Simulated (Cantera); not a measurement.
Input: 1 mol SiCl4, 0.034 mol HCl, 6.2 mol H2, at 825 K and 0.440 bar.

Equilibrium computed with Cantera from the NASA thermochemical tables; the gas is ideal and each condensed phase is pure. Candidate condensed phases: Si; 19 gas species. The tables' values for SiCl3 are old estimates; treat these amounts as uncertain. The numbers say what is thermodynamically allowed, not how fast it happens.

Base state: H2 0.847, SiCl4 0.129, HCl 0.0143, SiHCl3 0.00945, SiH2Cl2 5.85e-5, SiCl3 1.75e-5 (mole fractions); condensed: gas only.

Problem. What changes in the equilibrium state with this change: temperature from 825 K to 950 K?

Solution. 
```tsv
species	before	after
H2	0.847	0.837
SiCl4	0.129	0.119
HCl	0.0143	0.0244
SiHCl3	0.00945	0.0187
SiCl2	2.09e-7	2.09e-5
SiCl3	1.75e-5	0.000273
SiH2Cl2	5.85e-5	0.000300
```

Problem. What changes in the equilibrium state with this change: temperature from 825 K to 1675 K?

Solution. 
```json
[
 {"species": "H2", "before": "0.847", "after": "0.656"},
 {"species": "HCl", "before": "0.0143", "after": "0.221"},
 {"species": "SiCl2", "before": "2.09e-7", "after": "0.0984"},
 {"species": "SiCl4", "before": "0.129", "after": "0.00557"},
 {"species": "SiCl3", "before": "1.75e-5", "after": "0.0162"},
 {"species": "H", "before": "<1e-9", "after": "0.000142"},
 {"species": "Cl", "before": "<1e-9", "after": "3.73e-5"},
 {"species": "SiCl", "before": "<1e-9", "after": "1.26e-5"}
]
```
The tables' values for SiCl3, SiCl are old estimates; treat these amounts as uncertain.
